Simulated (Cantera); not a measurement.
# Silicon oxide and oxynitride deposition: SiCl₄ + NO + H₂ + O₃

Feed: 1 mol SiCl₄, 0.23 mol NO, 6.9 mol H₂, 0.7 mol O₃, equilibrated at 0.133 bar.

Cantera equilibrium calculation (NASA polynomials, part measured and part estimated; ideal gas, pure solids and liquids). Candidate condensed phases: H₂O, NH₄Cl, Si, SiO₂, Si₂N₂O, Si₃N₄; 47 gas species. The tables hold silica as quartz up to 1696 K and as liquid above; real silica turns to tridymite and cristobalite and melts near 1996 K. Equilibrium is a limit: real reactors are often held back by kinetics, nucleation or transport.

```tsv
T (K)	x H₂	x HCl	x H₂O	x N₂	n SiO₂(β-quartz)	n SiO₂(condensed)
1148	0.507	0.444	0.0366	0.0128	1.00	0
1198	0.507	0.444	0.0366	0.0128	1.00	0
1248	0.507	0.444	0.0366	0.0128	1.00	0
1298	0.507	0.444	0.0366	0.0128	1.00	0
1348	0.507	0.444	0.0366	0.0128	1.00	0
1398	0.507	0.444	0.0366	0.0128	1.00	0
1448	0.507	0.444	0.0366	0.0128	1.00	0
1498	0.507	0.444	0.0366	0.0128	1.000	0
1548	0.507	0.444	0.0366	0.0128	1.000	0
1598	0.507	0.444	0.0366	0.0128	1.000	0
1648	0.507	0.444	0.0366	0.0128	1.000	0
1698	0.507	0.443	0.0366	0.0128	0	1.000
1748	0.507	0.443	0.0367	0.0128	0	0.999
```
x: gas mole fraction; n: condensed amount in mol.

From 1148 K to 1648 K the condensed part is SiO₂(β-quartz). From 1698 K to 1748 K the condensed part is SiO₂(condensed).
